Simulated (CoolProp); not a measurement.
Aqueous ethylene glycol as a coolant, 19 % by mass, freezing at -7.4 °C, 1 atm.

Values from CoolProp's Melinder's fits for secondary coolants.

| T (°C) | conductivity (W/(m K)) | cp (kJ/(kg K)) | Prandtl number | viscosity (mPa s) |
|---|---|---|---|---|
| -1.5 | 0.486 | 3.877 | 26.0 | 3.26 |
| 7.2 | [?] | 3.891 | 18.8 | 2.40 |
| 15.9 | 0.507 | 3.905 | 14.0 | [?] |
| 24.7 | 0.517 | 3.920 | [?] | 1.42 |
| 33.4 | [?] | 3.935 | 8.56 | 1.15 |

Problem. Fill in the missing entries.

Solution. 
- 7.2, conductivity (W/(m K)): 0.497
- 15.9, viscosity (mPa s): 1.82
- 24.7, Prandtl number: 10.8
- 33.4, conductivity (W/(m K)): 0.527
